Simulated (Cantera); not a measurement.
Input (Python, Cantera):

```python
import numpy as np
import cantera as ct

gas = ct.Solution("h2o2.yaml")
gas.TPX = 500, 100000, {'H2': 1, 'O2': 0.746, 'N2': 3.66, 'H2O': 1.1}
flame = ct.FreeFlame(gas, width=0.04)
flame.set_refine_criteria(ratio=3, slope=0.08, curve=0.16)
flame.transport_model = "mixture-averaged"
flame.solve(loglevel=0, auto=True)
flame.transport_model = "multicomponent"
flame.soret_enabled = False
flame.solve(loglevel=0, refine_grid=True)
z, T = flame.grid, flame.T
thick = (T[-1] - T[0]) / np.gradient(T, z).max()
show = ['H2', 'O2', 'H2O', 'O', 'H2O2', 'HO2']
print(f"laminar burning velocity  {flame.velocity[0] * 100:.3f} cm/s")
print(f"burnt temperature         {T[-1]:.1f} K")
print(f"thermal thickness         {thick * 1e3:.4f} mm")
print(f"grid points               {len(z)}")
z0 = z[flame.heat_release_rate.argmax()]
print(f"{'z/mm':>9s}{'T/K':>9s}{'u/(m/s)':>9s}" + "".join(f"{s:>11s}" for s in show))
rows = []
for k in (-3, -2, -1.5, -1, -0.5, -0.25, 0, 0.25, 0.5, 1, 2, 4, 8):
    zz = z0 + k * thick
    rows.append([k * thick, np.interp(zz, z, T), np.interp(zz, z, flame.velocity),
                 *(np.interp(zz, z, flame.X[gas.species_index(s)]) for s in show)])
    print(f"{rows[-1][0] * 1e3:9.3f}{rows[-1][1]:9.1f}{rows[-1][2]:9.3f}" + "".join(f"{x:11.3e}" for x in rows[-1][3:]))
```

It prints:

```
laminar burning velocity  67.245 cm/s
burnt temperature         1581.2 K
thermal thickness         0.5703 mm
grid points               101
     z/mm      T/K  u/(m/s)         H2         O2        H2O          O       H2O2        HO2
   -1.711    500.3    0.671  1.509e-01  1.150e-01  1.697e-01  2.560e-12  4.311e-08  6.870e-08
   -1.141    502.0    0.669  1.447e-01  1.158e-01  1.711e-01  9.589e-11  4.167e-07  6.648e-07
   -0.855    506.0    0.669  1.372e-01  1.167e-01  1.731e-01  7.793e-10  1.569e-06  2.540e-06
   -0.570    529.7    0.688  1.193e-01  1.180e-01  1.794e-01  1.899e-08  1.113e-05  2.012e-05
   -0.285    705.6    0.890  8.040e-02  1.120e-01  2.086e-01  5.607e-06  7.044e-05  2.542e-04
   -0.143    947.2    1.182  5.351e-02  9.660e-02  2.449e-01  1.301e-04  5.239e-05  2.240e-04
    0.000   1195.1    1.486  2.864e-02  7.489e-02  2.862e-01  7.325e-04  1.215e-05  1.154e-04
    0.143   1355.6    1.685  1.337e-02  5.856e-02  3.142e-01  1.230e-03  4.865e-06  6.711e-05
    0.285   1442.3    1.791  7.008e-03  5.113e-02  3.269e-01  1.190e-03  3.255e-06  4.588e-05
    0.570   1518.0    1.883  3.079e-03  4.678e-02  3.359e-01  7.190e-04  1.733e-06  2.665e-05
    1.141   1559.7    1.932  1.089e-03  4.526e-02  3.406e-01  2.564e-04  7.875e-07  1.145e-05
    2.281   1575.0    1.950  2.837e-04  4.493e-02  3.426e-01  6.740e-05  3.128e-07  3.427e-06
    4.562   1579.3    1.955  7.240e-05  4.495e-02  3.432e-01  1.852e-05  1.189e-07  9.645e-07
```

Model: the H2/O2 subset of GRI-Mech 3.0, which has no nitrogen chemistry, integrated in Cantera. Burning velocities carry a grid error of a few per cent, more on coarse grids. Lean hydrogen flames are cellular in practice and burn faster than this planar one.
